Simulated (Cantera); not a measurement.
# Equilibrium for halide evaporation, hydrolysis and transport: MgCl2 + H2O + N2

Charge: 1 mol MgCl2, 0.075 mol H2O, 0.39 mol N2, at 0.0270 bar.

Method: chemical equilibrium by Gibbs-energy minimisation in Cantera with the NASA 1993 tables (ideal gas, pure condensed phases). Candidate condensed phases: H2O, Mg, MgCl2, MgO, Mg(OH)2, NH4Cl; 38 gas species. Equilibrium is a limit: real reactors are often held back by kinetics, nucleation or transport.

```tsv
T (K)	x MgCl2	x N2	x HCl	x Cl	x Mg	x MgCl	x H2	n MgO(s)
1925	0.627	0.265	0.0943	0.00788	0.000566	0.000991	0.00274	0.0737
1950	0.626	0.265	0.0936	0.00905	0.000805	0.00125	0.00292	0.0735
1975	0.625	0.264	0.0928	0.0104	0.00112	0.00157	0.00308	0.0734
2000	0.624	0.264	0.0921	0.0120	0.00154	0.00194	0.00322	0.0732
2025	0.622	0.263	0.0914	0.0138	0.00208	0.00237	0.00332	0.0730
2050	0.619	0.263	0.0907	0.0159	0.00276	0.00287	0.00340	0.0728
2075	0.616	0.262	0.0900	0.0184	0.00360	0.00345	0.00344	0.0726
2100	0.613	0.261	0.0892	0.0212	0.00462	0.00410	0.00345	0.0724
2125	0.609	0.261	0.0884	0.0245	0.00586	0.00483	0.00343	0.0721
2150	0.605	0.259	0.0876	0.0283	0.00733	0.00564	0.00339	0.0718
2175	0.599	0.258	0.0867	0.0326	0.00906	0.00654	0.00332	0.0714
```
x: gas mole fraction; n: condensed amount in mol.

From 1925 K to 2175 K the condensed part is MgO(s). The main Mg-bearing gas is MgCl2 throughout.
